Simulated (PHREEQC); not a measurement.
Consider water at 40 °C with 99 mmol/kgw KOH, 0.61 mmol/kgw H3BO3 and 0.011 mmol/kgw H4SiO4. Closed to the air; pH follows from the charge balance.

The numbers come from PHREEQC with the ion-association model, phreeqc.dat.

**Question.** The ionic strength comes out as 0.0990 mol/kgw. What activity coefficients do OH-, H3SiO4-, K+, H2BO3-, H2SiO4-2 get?

**Answer.** OH- 0.76, H3SiO4- 0.77, K+ 0.76, H2BO3- 0.78, H2SiO4-2 0.38.

No solid was allowed to form. Species that the database lacks are ignored. Constants without temperature data keep their 25 °C values here.
